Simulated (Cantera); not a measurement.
Input (Python, Cantera):

```python
import numpy as np
import cantera as ct

gas = ct.Solution("h2o2.yaml")
gas.TPX = 950, 37000, {'H2': 0.39, 'O2': 1, 'N2': 19}
reactor = ct.IdealGasConstPressureReactor(gas, energy="off", clone=False)
net = ct.ReactorNet([reactor])
net.rtol, net.atol = 1e-08, 1e-18
show = ['H2', 'O2', 'OH', 'H', 'H2O', 'HO2', 'O']
times = np.geomspace(1e-05, 30, 12)

steps = ct.SolutionArray(gas, extra=["t"])
rows = []
print(f"{'t/s':>10s}{'T/K':>9s}{'P/Pa':>11s}" + "".join(f"{s:>11s}" for s in show))
for t in times:
    while net.time < t:
        t_next = net.step()
        steps.append(gas.state, t=t_next)
    rows.append([np.interp(t, steps.t, y) for y in (steps.T, steps.P, *steps(*show).X.T)])
    print(f"{t:10.3e}{rows[-1][0]:9.1f}{rows[-1][1]:11.4g}" + "".join(f"{x:11.3e}" for x in rows[-1][2:]))
rate = np.gradient(steps.T, steps.t)
print("integrator steps:", len(steps.t))
if steps.T.max() > steps.T[0] + 200:
    print(f"time of steepest temperature rise: {steps.t[rate.argmax()]:.4e} s")
gas.TPX = 950, 37000, {'H2': 0.39, 'O2': 1, 'N2': 19}
gas.equilibrate("TP")
print(f"equilibrium (TP): T = {gas.T:.1f} K  " + "  ".join(f"{s} {gas[s].X[0]:.3e}" for s in show))
```

Result:

```
       t/s      T/K       P/Pa         H2         O2         OH          H        H2O        HO2          O
 1.000e-05    950.0    3.7e+04  1.913e-02  4.904e-02  1.642e-14  5.672e-13  5.820e-15  6.145e-13  2.032e-14
 3.880e-05    950.0    3.7e+04  1.913e-02  4.904e-02  1.375e-13  2.047e-12  2.111e-13  2.552e-12  2.527e-13
 1.505e-04    950.0    3.7e+04  1.913e-02  4.904e-02  9.036e-13  8.570e-12  5.563e-12  1.247e-11  2.532e-12
 5.841e-04    950.0    3.7e+04  1.913e-02  4.904e-02  1.362e-11  1.109e-10  2.294e-10  1.452e-10  4.320e-11
 2.266e-03    950.0    3.7e+04  1.913e-02  4.904e-02  4.160e-08  3.293e-07  8.611e-07  3.887e-07  1.307e-07
 8.793e-03    950.0    3.7e+04  1.127e-03  4.037e-02  2.920e-05  1.851e-05  1.814e-02  7.395e-06  3.870e-05
 3.412e-02    950.0    3.7e+04  2.862e-04  3.999e-02  4.485e-06  6.781e-07  1.902e-02  3.320e-06  4.704e-06
 1.324e-01    950.0    3.7e+04  8.575e-05  3.990e-02  1.358e-06  5.910e-08  1.922e-02  1.404e-06  8.666e-07
 5.136e-01    950.0    3.7e+04  1.655e-05  3.987e-02  5.630e-07  4.543e-09  1.929e-02  3.838e-07  1.239e-07
 1.993e+00    950.0    3.7e+04  1.181e-06  3.986e-02  2.465e-07  1.385e-10  1.931e-02  3.418e-08  7.112e-09
 7.732e+00    950.0    3.7e+04  1.079e-08  3.986e-02  1.182e-07  9.489e-13  1.931e-02  5.173e-10  6.323e-10
 3.000e+01    950.0    3.7e+04  2.628e-11  3.986e-02  5.734e-08  4.355e-14  1.931e-02  5.879e-11  1.454e-10
integrator steps: 1613
equilibrium (TP): T = 950.0 K  H2 2.916e-12  O2 3.986e-02  OH 1.534e-08  H 1.572e-15  H2O 1.931e-02  HO2 3.955e-11  O 1.050e-11
```

Cantera simulation using the H2/O2 subset of GRI-Mech 3.0, which has no nitrogen chemistry; the numbers are that mechanism's predictions, not measurements.
